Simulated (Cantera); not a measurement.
## Equilibrium for silicon nitride deposition: Si2Cl6 + N2 + H2 + NH3

A closed system holds: 1 mol Si2Cl6, 51 mol N2, a varied amount of H2, 0.4 mol NH3, equilibrated at 1002 °C and 0.000210 bar.

Cantera equilibrium calculation (NASA polynomials, part measured and part estimated; ideal gas, pure solids and liquids). Candidate condensed phases: NH4Cl, Si, Si3N4; 28 gas species. The feed counts by its element totals alone. The tables' values for SiCl3 are old estimates; treat these amounts as uncertain. Equilibrium is a limit: real reactors are often held back by kinetics, nucleation or transport.

From 0.41 mol H2 to 3.1 mol H2 the condensed part is Si3N4(s). The main Si-bearing gas is SiCl2 throughout. The share of Si in condensed phases is highest at 3.1 mol H2 (69.9 %) and lowest at 0.41 mol H2 (14.0 %).

```tsv
n(H2) (mol)	log p N2	log p HCl	log p H2	log p SiCl2	log p SiCl4	n Si3N4(s)
0.41	-3.71	-5.15	-6.49	-5.32	-6.03	0.0936
0.53	-3.71	-5.11	-6.39	-5.33	-6.06	0.118
0.68	-3.71	-5.06	-6.27	-5.35	-6.10	0.148
0.88	-3.71	-5.01	-6.14	-5.38	-6.16	0.186
1.1	-3.71	-4.96	-6.01	-5.42	-6.23	0.226
1.4	-3.72	-4.91	-5.86	-5.46	-6.32	0.276
1.9	-3.72	-4.84	-5.65	-5.54	-6.48	0.348
2.4	-3.73	-4.80	-5.48	-5.62	-6.64	0.406
3.1	-3.73	-4.76	-5.30	-5.73	-6.86	0.466
```
log p: log10 of the partial pressure in bar; n: condensed amount in mol.
